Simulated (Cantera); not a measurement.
Input: 1 mol SiO₂, 1.3 mol C, 2 mol H₂, 2.6 mol CH₄, at 2248.15 K and 0.000760 bar.

Equilibrium computed with Cantera from the NASA thermochemical tables; the gas is ideal and each condensed phase is pure. Candidate condensed phases: C, C₆H₆, C₇H₈, C₈H₁₈, H₂O, Si, SiC, SiO₂; 123 gas species. Gases not in the tables: Si₂H₆ and higher silanes. The numbers say what is thermodynamically allowed, not how fast it happens.

Base state: H₂ 0.541, H 0.196, CO 0.176, Si 0.0707, SiC₂ 0.00813, Si₂C 0.00363, SiO 0.00203, C₂H₂ (acetylene) 0.00179 (mole fractions); condensed: C(graphite).

Task: What changes in the equilibrium state with this change: pressure from 0.000760 bar to 0.630 bar?

Result: 
| species | before | after |
|---|---|---|
| H₂ | 0.541 | 0.772 |
| CO | 0.176 | 0.213 |
| H | 0.196 | 0.00814 |
| Si | 0.0707 | 0.000114 |
| SiO | 0.00203 | 0.00330 |
| CH₄ | 5.28e-8 | 8.93e-5 |
| SiC₂ | 0.00813 | 1.32e-5 |
| Si₂C | 0.00363 | 7.89e-6 |
| Si₂ | 0.000115 | 2.49e-7 |
| CH₃ | 3.63e-7 | 1.79e-5 |
| C(graphite), mol | 1.66 | 0.914 |
| SiC(s), mol | 0 | 0.968 |
